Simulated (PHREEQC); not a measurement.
1 kg of water holding 0.045 mol KHCO3, 0.088 mol KCl and 0.28 mol K2SO4 is evaporated at 25 °C; the solids stay in contact with the brine. No CO2 enters from the air. Only these solids could form: Arcanite, Kalicinite, Misenite, Sylvite.

All values are PHREEQC results (Pitzer model, pitzer.dat), not measurements.

```csv
water left (kg),ionic strength,water activity,Arcanite (mol),Sylvite (mol),Kalicinite (mol),Cl in solution (mol/kgw),C in solution (mol/kgw)
1,0.974,0.985,0,0,0,0.0880,0.0450
0.5552,1.75,0.975,0,0,0,0.159,0.0811
0.2533,1.94,0.967,0.161,0,0,0.347,0.178
0.1407,2.07,0.957,0.227,0,0,0.626,0.320
0.06418,2.78,0.927,0.265,0,0,1.37,0.701
0.03564,4.19,0.878,0.275,0,0,2.47,1.26
0.01978,6.09,0.817,0.278,0.00859,0.00981,4.01,1.78
0.009023,6.09,0.817,0.279,0.0518,0.0290,4.01,1.78
0.005004,6.09,0.817,0.280,0.0679,0.0361,4.01,1.78
```

Arcanite from water left = 0.4563 kg (pH 7.85); Kalicinite from water left = 0.01978 kg (pH 7.65); Sylvite from water left = 0.01978 kg (pH 7.65).
